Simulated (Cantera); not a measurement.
# Ignition delay

Mixture: CH4 : O2 : N2 = 1 : 1.25 : 4.7 (molar parts), at 2.30 bar, adiabatic and at constant pressure. Ignition delay is the time to a rise of 400 K.

Model: GRI-Mech 3.0 (53 species, 325 reactions), integrated in Cantera.

```json
[
 {"T0 (K)": "1125", "delay (ms)": "81.1"},
 {"T0 (K)": "1175", "delay (ms)": "39.5"},
 {"T0 (K)": "1225", "delay (ms)": "20.0"},
 {"T0 (K)": "1275", "delay (ms)": "10.4"},
 {"T0 (K)": "1325", "delay (ms)": "5.58"},
 {"T0 (K)": "1375", "delay (ms)": "3.07"},
 {"T0 (K)": "1425", "delay (ms)": "1.73"}
]
```

| Property | Result |
|---|---|
| apparent activation energy between 1325 and 1425 K | 180 kJ/mol |
